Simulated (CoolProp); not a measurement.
The fluid at 397.47 K and 4.46 MPa expands adiabatically to 0.362 MPa with isentropic efficiency 0.8. The same conditions are run with several fluids, on thermodynamics alone (safety and materials aside).

Values from CoolProp's reference Helmholtz-energy equation of state of each fluid (R115: Lemmon 2016; R125: Lemmon 2005; R404A: Lemmon 2003; n-perfluorobutane: Gao 2022; R143a: Lemmon and Jacobsen 2000). Blends and air are pseudo-pure fits.

Rank R115, R125, R404A, n-perfluorobutane, R143a by work (kJ/kg), highest first.

R143a (56.0), R404A (49.2), R125 (41.8), R115 (30.2), n-perfluorobutane (13.2)

```
fluid              final temperature (K)  final density (kg/m³)
-----------------  ---------------------  ---------------------
R115                               319.8                   22.2
R125                               319.8                   17.1
R404A                              309.9                   14.5
n-perfluorobutane                  322.8                   35.8
R143a                              304.0                   12.8
```
